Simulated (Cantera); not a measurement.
A diamond (100) surface in a fixed gas of H2 with x(CH4) = 0.013, x(H) = 0.00059, x(CH3) = 1.1e-05, at 1050 K; coverages are run to steady state.

Computed with Cantera and the Harris–Goodwin 1993 mechanism for the reconstructed diamond (100) surface.

θ: site fractions in the mechanism's names (c6HH fully hydrogenated, c6H* and c6*H radical sites, c6** diradical, c6HM methylated).

| P (Pa) | growth (µm/h) | θ c6HH | θ c6H* | θ c6*H | θ c6** | θ c6HM |
|---|---|---|---|---|---|---|
| 380 | 0.00236 | 0.563 | 0.0225 | 0.402 | 0.0112 | 0.000517 |
| 670 | … | 0.563 | 0.0224 | 0.402 | 0.0112 | … |
| 1200 | 0.0166 | 0.563 | 0.0224 | 0.402 | 0.0112 | 0.00142 |
| 2100 | … | 0.562 | 0.0224 | 0.401 | 0.0112 | … |
| 3700 | 0.105 | 0.561 | 0.0224 | 0.400 | 0.0112 | 0.00316 |
| 6500 | 0.243 | 0.561 | 0.0223 | 0.400 | 0.0112 | 0.00423 |
| 11000 | 0.499 | 0.560 | 0.0223 | 0.399 | 0.0112 | 0.00517 |
| 20000 | 1.05 | 0.559 | 0.0223 | 0.399 | 0.0111 | 0.00604 |

**Question.** Complete the blanks.

**Answer.** 
- 670, growth (µm/h): 0.00614
- 670, θ c6HM: 0.000867
- 2100, growth (µm/h): 0.0425
- 2100, θ c6HM: 0.00219
